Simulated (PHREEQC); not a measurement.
Model water analysis in mmol/kgw, 25 °C, pH 5.82, pe 11.3: Na 0.0334; K 0.0245; Ca 0.0635; Mg 0.015; Cl 0.103; S(6) 0.000256; Alkalinity (meq/kgw) 0.114; Sr 3.07e-05; Si 0.000243; N(5) 0.0031.

Valence states are taken as typed.

Equilibrium calculation in PHREEQC: ion-association model, phreeqc.dat.

Each row changes one thing in this solution. No solid was allowed to form.

```
case                                               CO2 (mol/kgw)  CO3-2 (mol/kgw)  CaCO3 (mol/kgw)  SrHCO3+ (mol/kgw)  MgCO3 (mol/kgw)  MgOH+ (mol/kgw)  SI of Quartz (SiO2)
-------------------------------------------------  -------------  ---------------  ---------------  -----------------  ---------------  ---------------  -------------------
as made                                                 0.000385          3.79e-9         3.45e-10           5.00e-11         4.63e-11         3.39e-11                -2.63
temperature from 25 to 30 °C at the same typed pH            ___          4.17e-9         4.22e-10           5.93e-11         5.49e-11         5.28e-11                -2.71
pH from 5.82 to 5.5 at the same alkalinity                   ___          1.84e-9         1.68e-10           5.07e-11         2.25e-11         1.62e-11                -2.63
pH from 5.82 to 6.82 at the same alkalinity              3.80e-5          3.74e-8          3.41e-9                ___         4.57e-10              ___                -2.63
```

Task: What belongs in the gaps?

Result: 
- temperature from 25 to 30 °C at the same typed pH, CO2 (mol/kgw): 0.000365
- pH from 5.82 to 5.5 at the same alkalinity, CO2 (mol/kgw): 0.000816
- pH from 5.82 to 6.82 at the same alkalinity, SrHCO3+ (mol/kgw): 4.94e-11
- pH from 5.82 to 6.82 at the same alkalinity, MgOH+ (mol/kgw): 3.39e-10
